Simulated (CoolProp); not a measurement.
Computed with CoolProp (reference Helmholtz-energy equation of state, Lemmon 2006). It is a short technical equation, of lower accuracy than the large ones.

For carbonyl sulfide, give the phase and the density (kg/m³), isothermal compressibility (1/MPa) at 386.4 K and 4170 kPa.


- 386.4 K and 4170 kPa: gas; density 104, isothermal compressibility 0.343
